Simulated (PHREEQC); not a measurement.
# Copper plating or etch bath: speciation

Make-up at 60 °C: 120 mmol/kgw Cu(NO3)2 and 0.11 mmol/kgw Na2SO4. Closed to the air; pH follows from the charge balance.

Computed with PHREEQC (ion-association model, wateq4f.dat).

The pH is 3.76, the ionic strength comes out as 0.360 mol/kgw and the activity of water comes out as 0.994.

```tsv
species	molality	activity	log γ
NO3-	0.240	0.150	-0.204
Cu+2	0.120	0.0305	-0.594
H+	0.000228	0.000175	-0.117
Na+	0.000220	0.000154	-0.155
Cu2(OH)2+2	0.000113	2.95e-5	-0.583
CuSO4	6.61e-5	7.18e-5	0.036
SO4-2	4.33e-5	9.30e-6	-0.668
CuOH+	2.64e-6	1.73e-6	-0.182
HSO4-	5.52e-7	3.72e-7	-0.172
Cu(OH)2	1.90e-8	2.06e-8	0.036
NaSO4-	1.26e-8	8.76e-9	-0.157
```

This is a speciation only: nothing precipitates in the calculation. Complexes and solids missing from the database can't appear. At this temperature some constants are extrapolated from 25 °C, and those without enthalpy data are left unchanged.
